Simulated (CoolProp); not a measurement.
A Linde-Hampson liquefier for ethylene: isothermal reversible compression at 290 K from 1 atm to 25 MPa, throttling to 1 atm, return gas leaving the recuperator 10 K below the feed. Each further row changes one setting.

Values from CoolProp's reference Helmholtz-energy equation of state, Smukala 2000.

| case | liquid yield per pass | compression work (kJ/kg of gas) |
|---|---|---|
| as stated | 0.498 | 362 |
| high pressure 50 MPa | (withheld) | (withheld) |
| warm-end temperature 320 K | (withheld) | 432 |
| warm-end gap 15 K | 0.492 | 362 |

Q: Some entries are withheld; supply them.

A: 
- high pressure 50 MPa, liquid yield per pass: 0.478
- high pressure 50 MPa, compression work (kJ/kg of gas): 416
- warm-end temperature 320 K, liquid yield per pass: 0.412
